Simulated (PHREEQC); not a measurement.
Solution (25 °C): 0.0016 mol NH4HF2, 0.015 mol H2SiF6 and 0.00031 mol H3PO4 per kg of water. Closed to the air; pH follows from the charge balance.

Model: ion-association model, phreeqc.dat, run in PHREEQC.

**Question.** The ionic strength comes out as 0.0437 mol/kgw. What activity coefficients do H2PO4-, H+, HF2-, SiF6-2, NH4+ get?

**Answer.** H2PO4- 0.84, H+ 0.86, HF2- 0.83, SiF6-2 0.48, NH4+ 0.81.

No solid was allowed to form. Saturation is exceeded, for instance for Quartz (slow to form), Chalcedony (slow to form); the values hold only as long as no solid forms. Species that the database lacks are ignored. SiF6-2 is the database's only silicon fluoride.
